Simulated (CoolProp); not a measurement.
Vapour-liquid equilibrium of carbon dioxide (1) + R152A (2) at 279.9 K; x and y are mole fractions of (1).

Computed with CoolProp (multi-fluid Helmholtz-energy mixture model, Span 1996 and Outcalt 1996; pair parameters Bell 2016).

### Question
Give the bubble pressure and the first vapour's composition at x = 0.25, 0.55, 0.75. Is there an azeotrope?

### Answer
x = 0.25: 1161 kPa, y = 0.740; x = 0.55: 2209 kPa, y = 0.894; x = 0.75: 2975 kPa, y = 0.945. No azeotrope shows between x = 0.05 and 0.95.

Pair parameters are fitted to limited data, so mixtures are less certain than the pure fluids.
